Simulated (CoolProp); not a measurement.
Properties of water at several states.

Computed with CoolProp (reference Helmholtz-energy equation of state, Wagner 2002).

| T (K) | p (kPa) | phase | density (kg/m³) | Joule-Thomson coefficient (K/MPa) | viscosity (µPa s) | Prandtl number | fugacity coefficient |
|---|---|---|---|---|---|---|---|
| 945.9 | 20100 | gas | ? | 2.600 | 36.8 | 0.922 | ? |
| 800.1 | 73.5 | gas | 0.1991 | 4.515 | 29.7 | 0.913 | 0.9995 |
| 995.4 | 10000 | gas | 22.36 | ? | 38.0 | 0.899 | 0.9741 |
| 927.9 | 1600 | gas | 3.758 | 2.948 | 34.9 | ? | 0.9943 |
| 336.6 | 17700 | liquid | 988.9 | -0.1998 | 447 | ? | ? |

Question: Some entries are withheld; supply them.

Answer: 
- 945.9, density (kg/m³): 49.39
- 945.9, fugacity coefficient: 0.9352
- 995.4, Joule-Thomson coefficient (K/MPa): 2.355
- 927.9, Prandtl number: 0.905
- 336.6, Prandtl number: 2.80
- 336.6, fugacity coefficient: 0.001472

Viscosity comes from a separate model (Huber 2009). Thermal conductivity comes from a separate model (Huber 2012).
